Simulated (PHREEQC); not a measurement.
A solution holds 5.8 mmol/kgw NH4Cl, 0.29 mmol/kgw Na2HPO4 and 0.27 mmol/kgw KCl, at 25 °C. Closed to the air; pH follows from the charge balance.

Computed with PHREEQC (ion-association model, phreeqc.dat).

```tsv
quantity	before	after
pH	7.46	7.09
ionic strength (mol/kgw)	0.00677	0.00667
HPO4-2 (mol/kgw)	0.000203	0.000153
H2PO4- (mol/kgw)	8.68e-5	0.000137
NH3 (mol/kgw)	8.65e-5	0.000137
NaHPO4- (mol/kgw)	1.63e-7	1.21e-7
SI of Sylvite (KCl)	-6.76	-6.86
SI of Halite (NaCl)	-7.10	-7.12
```

Q: What was changed between the two runs?
A) KCl replaced by K2CO3 at the same molality
B) KCl from 0.00027 to 0.00054 mol/kgw
C) temperature from 25 to 45 °C
D) diluted 2-fold with water

A: C, temperature from 25 to 45 °C

This is a speciation only: nothing precipitates in the calculation. Away from 25 °C the constants follow the database's enthalpies or fits; those with neither stay at their 25 °C values.
